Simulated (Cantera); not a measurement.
Charge: 1 mol SiHCl₃, 1 mol CH₄, 38 mol H₂, 0.12 mol C₃H₈, held at 2.90 mbar.

Equilibrium computed with Cantera from the NASA thermochemical tables; the gas is ideal and each condensed phase is pure. Candidate condensed phases: C, C₆H₆, C₇H₈, C₈H₁₈, Si, SiC; 109 gas species. The numbers say what is thermodynamically allowed, not how fast it happens. All values below are at 1275 K.

Base state: H₂ 0.929, HCl 0.0705, SiCl₂ 3.60e-5, CH₄ 2.32e-5, H 1.32e-5 (mole fractions); condensed: C(graphite) + SiC(s).

Q: What changes in the equilibrium state with this change: SiHCl₃ replaced by SiH₄?

A: 
```tsv
species	before	after
H₂	0.929	1.000
CH₄	2.32e-5	2.69e-5
H	1.32e-5	1.37e-5
HCl	0.0705	0
SiCl₂	3.60e-5	0
C(graphite), mol	0.361	0.359
SiC(s), mol	0.998	1.00
```
